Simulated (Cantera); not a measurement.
A Cantera script and what it prints.

```python
import numpy as np
import cantera as ct

gas_names = """
    B BH BH2 BH3 BN BO BO2 B2 B2O B2O2 B2O3 B3O3H3 H HBO HBO2 HNO HNO2 HNO3 HO2 H2 H2O H2O2 H3B3O6 N NH
    NH2 NH3 NH2OH NO NO2 NO3 N2 N2H2 N2H4 N2O O OH O2 O3
""".split()
cond_names = """
    B(b) B(L) BN(s) B2O3(L) B3O3H3(cr) H2O(s) H2O(L)
""".split()


# ... load() reads the species with a 1 bar reference pressure and builds the phases ...
atoms = {
    'B': {'B': 1},
    'H2O': {'H': 2, 'O': 1},
    'N2': {'N': 2},
}
top_T = {'BN(s)': 3200}  # K; cautious upper limits of use, not melting points


# ... equilibrate(T, P, feed) seeds the gas with the atoms and calls Mixture.equilibrate('TP', solver="vcs", rtol=1e-11, max_steps=5000) ...
results = []
feed = {'B': 1, 'H2O': 0.11, 'N2': 1}  # mol
P = 133.322  # Pa
for T in [1250, 1325, 1400, 1475, 1550, 1625, 1700, 1775, 1850, 1925, 2000]:
    mix = equilibrate(T, P, feed)
    results.append((T, P, feed, dict(zip(mix.species_names, mix.species_moles))))
    x = sorted(zip(gas.X, gas.species_names), reverse=True)
    print(f"T = {T:g} K  P = {P:g} Pa  gas = {mix.phase_moles(0):.4g} mol")
    print("   x: " + "  ".join(f"{s} {v:.3e}" for v, s in x if v > 1e-06))
    print("   condensed (mol): " + ("  ".join(f"{mix.phase(i).name} {mix.phase_moles(i):.4g}"
          for i in range(1, mix.n_phases) if mix.phase_moles(i) > 1e-12) or "none"))
```

Output:

```
T = 1250 K  P = 133.322 Pa  gas = 0.6468 mol
   x: N2 8.296e-01  H2 1.696e-01  HBO2 5.570e-04  H2O 1.528e-04  HBO 5.219e-05  B2O3 3.306e-05  H 5.452e-06
   condensed (mol): BN(s) 0.9268  B2O3(L) 0.03636
T = 1325 K  P = 133.322 Pa  gas = 0.6472 mol
   x: N2 8.289e-01  H2 1.690e-01  HBO2 1.372e-03  B2O3 2.750e-04  HBO 2.512e-04  H2O 1.471e-04  H 1.841e-05  B2O2 4.769e-06
   condensed (mol): BN(s) 0.927  B2O3(L) 0.03581
T = 1400 K  P = 133.322 Pa  gas = 0.649 mol
   x: N2 8.266e-01  H2 1.673e-01  HBO2 3.035e-03  B2O3 1.803e-03  HBO 1.013e-03  H2O 1.406e-04  B2O2 6.117e-05  H 5.449e-05  BO 1.003e-05
   condensed (mol): BN(s) 0.9271  B2O3(L) 0.03391
T = 1475 K  P = 133.322 Pa  gas = 0.6565 mol
   x: N2 8.172e-01  H2 1.626e-01  B2O3 9.668e-03  HBO2 6.083e-03  HBO 3.502e-03  B2O2 6.021e-04  H 1.432e-04  H2O 1.317e-04  BO 8.346e-05
   condensed (mol): BN(s) 0.927  B2O3(L) 0.02658
T = 1550 K  P = 133.322 Pa  gas = 0.6857 mol
   x: N2 7.842e-01  H2 1.499e-01  B2O3 3.999e-02  HBO2 1.033e-02  HBO 1.015e-02  B2O2 4.489e-03  BO 5.490e-04  H 3.340e-04  H2O 1.125e-04
   condensed (mol): BN(s) 0.9246
T = 1625 K  P = 133.322 Pa  gas = 0.6919 mol
   x: N2 7.812e-01  H2 1.467e-01  B2O3 3.512e-02  HBO 1.693e-02  B2O2 1.066e-02  HBO2 6.703e-03  BO 1.876e-03  H 7.401e-04  H2O 6.484e-05  BO2 1.744e-06
   condensed (mol): BN(s) 0.919
T = 1700 K  P = 133.322 Pa  gas = 0.7016 mol
   x: N2 7.762e-01  H2 1.415e-01  B2O3 2.572e-02  HBO 2.510e-02  B2O2 2.061e-02  BO 5.387e-03  HBO2 3.936e-03  H 1.518e-03  H2O 3.615e-05  BO2 2.661e-06
   condensed (mol): BN(s) 0.9108
T = 1775 K  P = 133.322 Pa  gas = 0.7139 mol
   x: N2 7.692e-01  H2 1.354e-01  HBO 3.241e-02  B2O2 3.091e-02  B2O3 1.436e-02  BO 1.279e-02  H 2.917e-03  HBO2 1.971e-03  H2O 1.896e-05  B2O 4.995e-06  BO2 3.215e-06
   condensed (mol): BN(s) 0.9017
T = 1850 K  P = 133.322 Pa  gas = 0.7262 mol
   x: N2 7.609e-01  H2 1.302e-01  HBO 3.639e-02  B2O2 3.532e-02  BO 2.511e-02  B2O3 5.882e-03  H 5.324e-03  HBO2 8.229e-04  B2O 2.473e-05  H2O 9.314e-06  BO2 3.014e-06  BH2 2.431e-06
   condensed (mol): BN(s) 0.8949
T = 1925 K  P = 133.322 Pa  gas = 0.7374 mol
   x: N2 7.516e-01  H2 1.261e-01  BO 4.195e-02  HBO 3.645e-02  B2O2 3.223e-02  H 9.299e-03  B2O3 1.872e-03  HBO2 2.974e-04  B2O 9.691e-05  BH2 7.226e-06  B 5.231e-06  H2O 4.363e-06  BO2 2.292e-06
   condensed (mol): BN(s) 0.8915
T = 2000 K  P = 133.322 Pa  gas = 0.7488 mol
   x: N2 7.411e-01  H2 1.223e-01  BO 6.175e-02  HBO 3.342e-02  B2O2 2.486e-02  H 1.558e-02  B2O3 4.999e-04  B2O 3.135e-04  HBO2 9.732e-05  B 3.451e-05  BH2 1.976e-05  H2O 1.979e-06  BO2 1.495e-06  BN 1.189e-06  BH 1.010e-06
   condensed (mol): BN(s) 0.8902
```

Method: chemical equilibrium by Gibbs-energy minimisation in Cantera with the NASA 1993 tables (ideal gas, pure condensed phases). N2 is the only nitrogen source here; it is nearly inert below about 1500 K, so the nitride shown seldom forms there in practice. Mutual solubility and eutectic melting of coexisting phases are not modelled. The tables' values for BH2 are old estimates; treat these amounts as uncertain.
